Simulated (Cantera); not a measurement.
Catalytic stagnation flow on Pt

A jet of 2.69 % H2, 8.85 % O2, 88.5 % N2, equivalence ratio 0.15 at 300 K and 0.0340 bar hits a platinum plate 9.9 cm away at a mass flux of 0.18 kg/m²/s; the plate temperature is set and raised in steps from an oxygen-covered start.

Model: Deutschmann's 1995 Pt surface mechanism with GRI-Mech 3.0 gas chemistry, integrated in Cantera. Catalytic surfaces can have several steady states; this one follows from the mechanism file's or the stated starting coverage.

```json
[
 {"plate T (K)": "500", "wall x H2": "0.00415", "wall x O2": "0.0634", "wall x H2O": "0.0456", "wall x OH": "<1e-8", "θ free Pt": "0.0959", "θ O*": "0.889", "θ OH*": "0.0149"},
 {"plate T (K)": "550", "wall x H2": "0.00413", "wall x O2": "0.0635", "wall x H2O": "0.0452", "wall x OH": "<1e-8", "θ free Pt": "0.101", "θ O*": "0.890", "θ OH*": "0.00852"},
 {"plate T (K)": "600", "wall x H2": "0.00412", "wall x O2": "0.0636", "wall x H2O": "0.0448", "wall x OH": "<1e-8", "θ free Pt": "0.106", "θ O*": "0.888", "θ OH*": "0.00529"},
 {"plate T (K)": "650", "wall x H2": "0.00410", "wall x O2": "0.0637", "wall x H2O": "0.0445", "wall x OH": "<1e-8", "θ free Pt": "0.111", "θ O*": "0.885", "θ OH*": "0.00352"},
 {"plate T (K)": "700", "wall x H2": "0.00402", "wall x O2": "0.0637", "wall x H2O": "0.0444", "wall x OH": "<1e-8", "θ free Pt": "0.119", "θ O*": "0.879", "θ OH*": "0.00250"},
 {"plate T (K)": "750", "wall x H2": "0.00369", "wall x O2": "0.0634", "wall x H2O": "0.0448", "wall x OH": "<1e-8", "θ free Pt": "0.136", "θ O*": "0.862", "θ OH*": "0.00193"}
]
```
x: mole fraction at the wall; θ: surface coverage.
